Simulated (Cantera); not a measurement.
What does this Cantera script print?

```python
import numpy as np
import cantera as ct

gas = ct.Solution("gri30.yaml")
gas.TPX = 1225, 1333, {'H2': 0.13, 'O2': 1, 'N2': 1}
reactor = ct.IdealGasConstPressureReactor(gas, energy="off", clone=False)
net = ct.ReactorNet([reactor])
net.rtol, net.atol = 1e-08, 1e-18
show = ['H2', 'O2', 'NO', 'H', 'NO2']
times = np.geomspace(8e-05, 1, 12)

steps = ct.SolutionArray(gas, extra=["t"])
rows = []
print(f"{'t/s':>10s}{'T/K':>9s}{'P/Pa':>11s}" + "".join(f"{s:>11s}" for s in show))
for t in times:
    while net.time < t:
        t_next = net.step()
        steps.append(gas.state, t=t_next)
    rows.append([np.interp(t, steps.t, y) for y in (steps.T, steps.P, *steps(*show).X.T)])
    print(f"{t:10.3e}{rows[-1][0]:9.1f}{rows[-1][1]:11.4g}" + "".join(f"{x:11.3e}" for x in rows[-1][2:]))
rate = np.gradient(steps.T, steps.t)
print("integrator steps:", len(steps.t))
if steps.T.max() > steps.T[0] + 200:
    print(f"time of steepest temperature rise: {steps.t[rate.argmax()]:.4e} s")
gas.TPX = 1225, 1333, {'H2': 0.13, 'O2': 1, 'N2': 1}
gas.equilibrate("TP")
print(f"equilibrium (TP): T = {gas.T:.1f} K  " + "  ".join(f"{s} {gas[s].X[0]:.3e}" for s in show))
```

It prints:

```
       t/s      T/K       P/Pa         H2         O2         NO          H        NO2
 8.000e-05   1225.0       1333  6.103e-02  4.695e-01  1.182e-20  2.696e-09  2.982e-28
 1.886e-04   1225.0       1333  6.103e-02  4.695e-01  1.530e-19  7.601e-09  1.804e-26
 4.446e-04   1225.0       1333  6.103e-02  4.695e-01  2.481e-18  4.777e-08  1.362e-24
 1.048e-03   1225.0       1333  6.103e-02  4.695e-01  2.093e-16  2.527e-06  4.320e-22
 2.471e-03   1225.0       1333  3.237e-02  4.512e-01  1.611e-09  1.031e-02  1.632e-14
 5.825e-03   1225.0       1333  1.876e-03  4.286e-01  1.700e-07  1.474e-02  2.753e-12
 1.373e-02   1225.0       1333  1.637e-03  4.321e-01  5.096e-07  1.170e-02  9.194e-12
 3.238e-02   1225.0       1333  1.198e-03  4.383e-01  9.496e-07  6.915e-03  2.189e-11
 7.632e-02   1225.0       1333  5.973e-04  4.457e-01  1.247e-06  2.294e-03  4.922e-11
 1.799e-01   1225.0       1333  1.748e-04  4.506e-01  1.322e-06  3.520e-04  1.325e-10
 4.242e-01   1225.0       1333  3.605e-05  4.522e-01  1.331e-06  3.280e-05  3.650e-10
 1.000e+00   1225.0       1333  7.330e-06  4.526e-01  1.332e-06  3.027e-06  6.806e-10
integrator steps: 1294
equilibrium (TP): T = 1225.0 K  H2 1.725e-08  O2 4.526e-01  NO 2.728e-04  H 3.569e-10  NO2 6.924e-07
```

Detailed kinetics in Cantera: GRI-Mech 3.0 (53 species, 325 reactions). Radical loss at walls, strong at low pressure, is not modelled. The temperature is held fixed by assumption; the heat of reaction is taken as removed at once.
